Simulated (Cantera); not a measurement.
Diamond growth

A diamond (100) surface in a fixed gas of H2 with x(CH4) = 0.005, x(H) = 0.0044, x(CH3) = 1.5e-05, 97.5 Torr; coverages are run to steady state.

Detailed kinetics in Cantera: the Harris–Goodwin 1993 mechanism for the reconstructed diamond (100) surface.

```tsv
T (K)	growth (µm/h)	θ c6HH	θ c6H*	θ c6*H	θ c6**	θ c6HM
925	0.704	0.666	0.0123	0.313	0.00543	0.00256
1000	1.01	0.596	0.0184	0.374	0.00964	0.00182
1075	1.28	0.532	0.0254	0.425	0.0155	0.00125
1150	1.27	0.476	0.0330	0.467	0.0231	0.000711
1225	0.890	0.428	0.0410	0.499	0.0321	0.000281
1300	0.572	0.387	0.0489	0.521	0.0420	8.23e-5
1375	0.470	0.354	0.0566	0.537	0.0523	2.19e-5
```
θ: site fractions in the mechanism's names (c6HH fully hydrogenated, c6H* and c6*H radical sites, c6** diradical, c6HM methylated).
